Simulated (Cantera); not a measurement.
**Equilibrium for silicon oxide and oxynitride deposition: HMDSO + O₃ + H₂ + O₂**

A closed system holds: 1 mol HMDSO, 2.3 mol O₃, 32 mol H₂, 1.9 mol O₂, held at 1075 K and 1.00 bar.

Equilibrium computed with Cantera from the NASA thermochemical tables; the gas is ideal and each condensed phase is pure. Candidate condensed phases: C, C₆H₆, C₇H₈, C₈H₁₈, H₂O, Si, SiC, SiO₂; 123 gas species. The feed counts by its element totals alone. Rates play no part.

```json
{
 "x(H₂)": "0.830",
 "x(CO)": "0.115",
 "x(H₂O)": "0.0402",
 "x(CH₄)": "0.00930",
 "x(CO₂)": "0.00597",
 "n(SiO₂(β-quartz))": "2.00 mol",
 "gas_amount": "46.14 mol",
 "log10 activity of C(graphite) (absent)": "-0.52",
 "log10 activity of Si(s) (absent)": "-13.90"
}
```
